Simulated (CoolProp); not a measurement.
Dimethyl ether at 298.15 K and 0.254 MPa is throttled through a valve to 0.0213 MPa with no heat exchange. Each further row changes one setting.

Model: reference Helmholtz-energy equation of state, Wu 2011, in CoolProp.

| case | temperature change (K) | final density (kg/m³) |
|---|---|---|
| as stated | -5.9 | 0.405 |
| outlet pressure 0.00639 MPa | -6.2 | 0.121 |
| outlet pressure 0.0277 MPa | -5.7 | 0.528 |
